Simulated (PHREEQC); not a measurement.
A solution holds 110 mmol/kgw CuCl2, at 25 °C. Closed to the air; pH follows from the charge balance.

Equilibrium calculation in PHREEQC: ion-association model, phreeqc.dat.

**Question.** The ionic strength comes out as 0.298 mol/kgw. What activity coefficients do H+, Cl-, CuOH+, Cu+2, CuCl+ get?

**Answer.** H+ 0.78, Cl- 0.69, CuOH+ 0.69, Cu+2 0.29, CuCl+ 0.69.

No solid was allowed to form.
